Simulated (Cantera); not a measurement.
**Stirred combustor or abatement burner**

A perfectly stirred reactor is fed with CH₄ : C₂H₆ : O₂ : N₂ : CO₂ = 1 : 0.031 : 2.48 : 9.33 : 0.034 (molar parts), equivalence ratio 0.85, at 6900 Torr; it is adiabatic with a 773 K inlet, and is followed from long to short residence time, starting on the burning branch (τ in s: 0.32, 0.13, 0.049, 0.019, 0.0076, 0.003, 0.0012, 0.00046, 0.00018, 7e-05, 2.7e-05).

Detailed kinetics in Cantera: GRI-Mech 3.0 (53 species, 325 reactions).

```tsv
τ (s)	T (K)	x CH₄	x C₂H₆	x O₂	x H₂O₂	x CO₂
0.32	2392	8.76e-8	3.39e-10	0.0266	4.34e-7	0.0813
0.13	2393	2.14e-7	8.31e-10	0.0267	4.36e-7	0.0813
0.049	2394	5.62e-7	2.19e-9	0.0271	4.41e-7	0.0813
0.019	2396	1.42e-6	5.56e-9	0.0277	4.49e-7	0.0812
0.0076	2396	3.42e-6	1.37e-8	0.0284	4.59e-7	0.0810
0.0030	2394	8.25e-6	3.40e-8	0.0292	4.74e-7	0.0806
0.0012	2387	1.90e-5	8.33e-8	0.0300	4.96e-7	0.0797
0.00046	2368	4.30e-5	2.11e-7	0.0311	5.45e-7	0.0778
0.00018	2334	9.06e-5	5.12e-7	0.0329	6.44e-7	0.0745
7.0e-5	2280	0.000190	1.24e-6	0.0358	8.25e-7	0.0694
2.7e-5	2202	0.000433	3.14e-6	0.0405	1.13e-6	0.0617
```
x: mole fraction; the columns are a selection and need not sum to one.
